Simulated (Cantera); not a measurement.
**Thermodynamics of carbon deposition, reforming and gasification, feed C2H2 + H2**

Feed: 1 mol C2H2, a varied amount of H2, at 2425 °C and 13.3 mbar.

Equilibrium computed with Cantera from the NASA thermochemical tables; the gas is ideal and each condensed phase is pure. Candidate condensed phases: C, C6H6, C7H8, C8H18; 76 gas species. Rates play no part.

| n(H2) (mol) | x H2 | x H | x C2H2 (acetylene) | x C2H | x C3 | n C(graphite) |
|---|---|---|---|---|---|---|
| 3.1 | 0.604 | 0.380 | 0.0141 | 0.000941 | 0.000644 | 1.83 |
| 5 | 0.604 | 0.380 | 0.0141 | 0.000941 | 0.000644 | 1.75 |
| 8.1 | 0.604 | 0.380 | 0.0141 | 0.000941 | 0.000644 | 1.63 |
| 13 | 0.604 | 0.380 | 0.0141 | 0.000941 | 0.000644 | 1.43 |
| 21 | 0.604 | 0.380 | 0.0141 | 0.000941 | 0.000644 | 1.10 |
| 34 | 0.604 | 0.380 | 0.0141 | 0.000941 | 0.000644 | 0.570 |
| 55 | 0.606 | 0.380 | 0.0124 | 0.000826 | 0.000529 | 0 |
| 88 | 0.610 | 0.382 | 0.00795 | 0.000527 | 0.000268 | 0 |
x: gas mole fraction; n: condensed amount in mol.

From 3.1 mol H2 to 34 mol H2 the condensed part is C(graphite). From 55 mol H2 to 88 mol H2 nothing is condensed. The main C-bearing gas is C2H2 (acetylene) throughout.
